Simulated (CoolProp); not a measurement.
100 sccm (0 °C, 1 atm) of nitrogen bubbles through liquid m-xylene at 320.9 K and leaves saturated at a total pressure of 0.0465 MPa (ideal gas phase). Each further row changes one setting.

Computed with CoolProp (reference Helmholtz-energy equation of state, Zhou 2012).

| case | vapour pressure (kPa) | mole fraction of vapour | delivery (mg/min) | delivery (sccm) | change of delivery for a bath 1 K warmer (%) |
|---|---|---|---|---|---|
| as stated | 3.73 | 0.0803 | 41.4 | 8.73 | 5.4 |
| bath temperature 325.9 K | ___ | ___ | 53.7 | 11.3 | ___ |
| total pressure 0.093 MPa | 3.73 | ___ | 19.8 | ___ | 5.2 |

Question: Complete the blanks.

Answer: 
- bath temperature 325.9 K, vapour pressure (kPa): 4.74
- bath temperature 325.9 K, mole fraction of vapour: 0.102
- bath temperature 325.9 K, change of delivery for a bath 1 K warmer (%): 5.3
- total pressure 0.093 MPa, mole fraction of vapour: 0.0401
- total pressure 0.093 MPa, delivery (sccm): 4.18
